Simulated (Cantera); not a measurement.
Charge: 1 mol SiH4, 0.16 mol C3H8, 730 mol H2, equilibrated at 4400 Pa.

Method: chemical equilibrium by Gibbs-energy minimisation in Cantera with the NASA 1993 tables (ideal gas, pure condensed phases). Candidate condensed phases: C, C6H6, C7H8, C8H18, Si, SiC; 87 gas species. Mutual solubility and eutectic melting of coexisting phases are not modelled. Gases not in the tables: Si2H6 and higher silanes. Equilibrium is a limit: real reactors are often held back by kinetics, nucleation or transport.

log p: log10 of the partial pressure in bar; n: condensed amount in mol.

```
T (K)  log p H2  log p H  log p Si  log p C2H2 (acetylene)  log p SiH  log p SiH2  log p Si2C  n Si(s)  n SiC(s)  n Si(l)
-----  --------  -------  --------  ----------------------  ---------  ----------  ----------  -------  --------  -------
1000      -1.36    -9.32      <-13                    <-13       <-13      -11.38        <-13    0.521     0.479        0
1150      -1.36    -7.81    -12.70                    <-13     -12.06       -9.74        <-13    0.521     0.479        0
1300      -1.36    -6.63    -10.36                       …     -10.12       -8.47        <-13    0.521     0.479        0
1450      -1.36    -5.70     -8.51                       …      -8.59       -7.47      -11.51    0.520     0.479        0
1600      -1.36    -4.94     -7.01                       …      -7.35       -6.66       -9.51    0.514     0.479        0
1750      -1.36    -4.31     -5.82                       …      -6.38       -6.04       -7.92        0     0.479    0.473
1900      -1.36    -3.78     -4.90                       …      -5.64       -5.59       -6.66        0     0.475    0.222
2050      -1.36    -3.33     -4.56                       …      -5.46       -5.66       -6.03        0     0.408        0
2200      -1.37    -2.93     -4.30                   -4.89      -5.34       -5.77       -5.90        0         0        0
2350      -1.38    -2.60     -4.28                   -4.88      -5.44       -6.06       -6.57        0         0        0
```

Problem. Some entries are withheld; supply them.

Solution. 
- 1300, log p C2H2 (acetylene): -12.65
- 1450, log p C2H2 (acetylene): -11.12
- 1600, log p C2H2 (acetylene): -9.87
- 1750, log p C2H2 (acetylene): -8.74
- 1900, log p C2H2 (acetylene): -7.64
- 2050, log p C2H2 (acetylene): -5.81
